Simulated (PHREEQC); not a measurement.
Make-up at 20 °C: 0.42 mmol/kgw Sr(NO3)2, 1.18 mmol/kgw NaHSO4 and 28 mmol/kgw NaOH. Closed to the air; pH follows from the charge balance.

Computed with PHREEQC (ion-association model, phreeqc.dat).

Precipitation was switched off in this run.

Problem. Order these S species by the share of S that they hold, largest first: NaSO4-, SrSO4, SO4-2.

Solution. SO4-2 (92 %), NaSO4- (6.8 %), SrSO4 (1.7 %)

Problem. Order these Sr species by the share of Sr that they hold, largest first: SrOH+, SrSO4, Sr+2.

Solution. Sr+2 (86 %), SrOH+ (9.2 %), SrSO4 (4.8 %)

The pH is 12.52 and the ionic strength 0.0313 mol/kgw. Complexes and solids missing from the database can't appear.
